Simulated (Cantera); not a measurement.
A closed system holds: 1 mol B, 0.14 mol H2O, 8.5 mol N2, equilibrated at 1277 °C and 7.50 Torr.

Equilibrium computed with Cantera from the NASA thermochemical tables; the gas is ideal and each condensed phase is pure. Candidate condensed phases: B, BN, B2O3, B3O3H3, H2O; 39 gas species. Rates play no part.

Base state: N2 0.977, H2 0.0158, B2O3 0.00421, HBO2 0.00152, HBO 0.000767, B2O2 0.000243, BO 4.66e-5, H 3.96e-5 (mole fractions); condensed: BN(s).

Task: What changes in the equilibrium state with this change: temperature from 1277 °C to 902 °C?

Result: 
```
species         before    after
------------  --------  -------
N2               0.977    0.983
H2              0.0158   0.0171
HBO2           0.00152  3.32e-5
B2O3           0.00421  3.99e-7
B2O2          0.000243    <1e-9
BO             4.66e-5    <1e-9
HBO           0.000767  7.08e-7
BN(s), mol       0.907    0.907
B2O3(l), mol         0   0.0464
```
N2 is the only nitrogen source here; it is nearly inert below about 1500 K, so the nitride shown seldom forms there in practice. Mutual solubility and eutectic melting of coexisting phases are not modelled.
